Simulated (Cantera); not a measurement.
# Adiabatic ignition

An adiabatic, constant-pressure homogeneous reactor starts with C₃H₈ : O₂ : N₂ : H₂O = 1 : 6.41 : 24.1 : 0.23 (molar parts), equivalence ratio 0.78, at 1298 K and 1280 Torr.

Computed with Cantera and GRI-Mech 3.0 (53 species, 325 reactions). GRI-Mech 3.0 was tuned for natural gas; its chemistry of propane as a main component is partial and can be far from experiment.

```
t (s)     T (K)  x C₃H₈    x O₂     x N₂O     x CH₂   x CH₂CO     x CH₄     x HCO
--------  -----  ------  ------  --------  --------  --------  --------  --------
2.00e-6    1298  0.0315   0.202    <1e-12  2.06e-12  2.37e-12   3.11e-8    <1e-12
8.29e-6    1298  0.0315   0.202  2.72e-12  2.90e-11  3.89e-10   6.39e-7  7.75e-12
3.44e-5    1297  0.0313   0.202  4.16e-11  7.71e-10   5.05e-8   1.30e-5  7.20e-10
0.000143   1297  0.0302   0.201  2.22e-10   2.05e-9   3.70e-6  0.000162   1.15e-8
0.000591   1310  0.0227   0.196   1.68e-9   1.16e-8  0.000189   0.00132   2.23e-7
0.00245    2611  <1e-12  0.0460   7.44e-7    <1e-12    <1e-12    <1e-12   7.00e-9
0.0102     2602  <1e-12  0.0428   8.03e-7    <1e-12    <1e-12    <1e-12   6.76e-9
0.0421     2601  <1e-12  0.0425   8.13e-7    <1e-12    <1e-12    <1e-12   6.73e-9
0.175      2601  <1e-12  0.0425   8.13e-7    <1e-12    <1e-12    <1e-12   6.73e-9
0.724      2601  <1e-12  0.0425   8.13e-7    <1e-12    <1e-12    <1e-12   6.73e-9
3.00       2601  <1e-12  0.0425   8.13e-7    <1e-12    <1e-12    <1e-12   6.73e-9
```
x: mole fraction; the columns are a selection and need not sum to one.

```json
{
  "time_of_steepest_temperature_rise": "0.781 ms",
  "temperature at 3.00 s": "2601 K",
  "equilibrium_temperature": "2601 K",
  "x(C₃H₈) at 3.00 s": "<1e-12 (gas-phase equilibrium <1e-12)",
  "x(O₂) at 3.00 s": "0.0425 (gas-phase equilibrium 0.0425)",
  "x(N₂O) at 3.00 s": "8.13e-7 (gas-phase equilibrium 8.13e-7)"
}
```
